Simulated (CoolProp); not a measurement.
Model: reference Helmholtz-energy equation of state, Lemmon 2006, in CoolProp. It is a short technical equation, of lower accuracy than the large ones.

**Question.** For C2F6 (R116), give the phase and the cp (kJ/(kg K)), Joule-Thomson coefficient (K/MPa), viscosity (µPa s), Prandtl number at 47.05 °C and 12.1 bar.

**Answer.** 
- 47.05 °C and 12.1 bar: gas; cp 0.862, Joule-Thomson coefficient 7.63, viscosity 15.6, Prandtl number 0.789

Viscosity comes from a separate model (Huber 2003), an estimate that may be off by 10 % or more. Thermal conductivity comes from a separate model (Huber 2003), an estimate that may be off by 10 % or more.
